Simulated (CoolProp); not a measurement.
Ammonia at 372.56 K and 11.6 MPa flows at 0.26 m/s in a round tube of 4.6 mm bore and 15 µm roughness, fully developed (64/Re and Nu = 3.66 if laminar; Colebrook and Gnielinski if turbulent). Each further row changes one setting.

Computed with CoolProp (reference Helmholtz-energy equation of state, Gao 2020).

```json
[
 {"case": "as stated", "Reynolds number": "8250", "Darcy friction factor": "0.0368", "pressure drop (Pa/m)": "130", "heat-transfer coefficient (W/(m² K))": "2540", "mass flow (kg/h)": "7.46"},
 {"case": "velocity 0.52 m/s", "Reynolds number": "16500", "Darcy friction factor": "0.0327", "pressure drop (Pa/m)": "461", "heat-transfer coefficient (W/(m² K))": "4870", "mass flow (kg/h)": "14.9"},
 {"case": "diameter 9.2 mm", "Reynolds number": "16500", "Darcy friction factor": "0.0301", "pressure drop (Pa/m)": "53.1", "heat-transfer coefficient (W/(m² K))": "2260", "mass flow (kg/h)": "29.8"}
]
```

Viscosity comes from a separate model (Fenghour 1995). Thermal conductivity comes from a separate model (Tufeu 1984).
